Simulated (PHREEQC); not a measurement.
A made-up water analysis in mg/kgw, 20 °C, pH 6.8, pe 1.1: Na 331; K 339; Ca 102; Mg 31.6; Cl 648; S(6) as SO4 84.8; Alkalinity as HCO3 564; Li 0.211.

Valence states are taken as typed.

Model: ion-association model, phreeqc.dat, run in PHREEQC.

Task: The ionic strength comes out as 0.0337 mol/kgw. What activity coefficients do Na+, SO4-2, CO3-2, CaHCO3+, NaSO4- get?

Result: Na+ 0.85, SO4-2 0.52, CO3-2 0.52, CaHCO3+ 0.86, NaSO4- 0.85.

No solid was allowed to form.
